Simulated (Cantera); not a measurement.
A perfectly stirred reactor is fed with H₂ : O₂ : N₂ = 1 : 0.877 : 6.58 (molar parts), at 473 Torr; it is adiabatic with a 598 K inlet, and is followed from long to short residence time, starting on the burning branch (τ in s: 0.14, 0.062, 0.027, 0.012, 0.0052, 0.0023, 0.00098, 0.00043, 0.00019, 8.2e-05, 3.6e-05, 1.6e-05, 6.8e-06).

Detailed kinetics in Cantera: the H2/O2 subset of GRI-Mech 3.0, which has no nitrogen chemistry.

x: mole fraction; the columns are a selection and need not sum to one.

| τ (s) | T (K) | x H₂ | x O₂ | x OH | x HO₂ | x H₂O | x H |
|---|---|---|---|---|---|---|---|
| 0.14 | 1496 | 0.000242 | 0.0472 | 0.000742 | 2.82e-6 | 0.125 | 3.99e-5 |
| 0.062 | 1492 | … | 0.0472 | … | … | 0.125 | … |
| 0.027 | 1487 | 0.000712 | 0.0472 | 0.00125 | 6.29e-6 | 0.124 | 0.000205 |
| 0.012 | 1478 | … | 0.0473 | … | … | 0.123 | … |
| 0.0052 | 1462 | 0.00201 | 0.0474 | 0.00198 | 1.13e-5 | 0.122 | 0.000987 |
| 0.0023 | 1436 | 0.00328 | 0.0478 | 0.00237 | 1.40e-5 | 0.120 | 0.00204 |
| 0.00098 | 1393 | 0.00540 | 0.0487 | 0.00267 | 1.70e-5 | 0.116 | 0.00410 |
| 0.00043 | 1330 | 0.00893 | 0.0505 | 0.00273 | 2.06e-5 | 0.110 | 0.00730 |
| 0.00019 | 1234 | 0.0169 | 0.0551 | 0.00241 | 2.66e-5 | 0.0996 | 0.0110 |
| 8.2e-5 | 598 | 0.118 | 0.104 | <1e-12 | <1e-12 | <1e-12 | <1e-12 |
| 3.6e-5 | 598 | 0.118 | 0.104 | <1e-12 | <1e-12 | <1e-12 | <1e-12 |
| 1.6e-5 | 598 | 0.118 | 0.104 | <1e-12 | <1e-12 | <1e-12 | <1e-12 |
| 6.8e-6 | 598 | 0.118 | 0.104 | <1e-12 | <1e-12 | <1e-12 | <1e-12 |

Task: Some entries are withheld; supply them.

Result: 
- 0.062, x H₂: 0.000414
- 0.062, x OH: 0.000963
- 0.062, x HO₂: 4.30e-6
- 0.062, x H: 9.00e-5
- 0.012, x H₂: 0.00120
- 0.012, x OH: 0.00159
- 0.012, x HO₂: 8.62e-6
- 0.012, x H: 0.000449
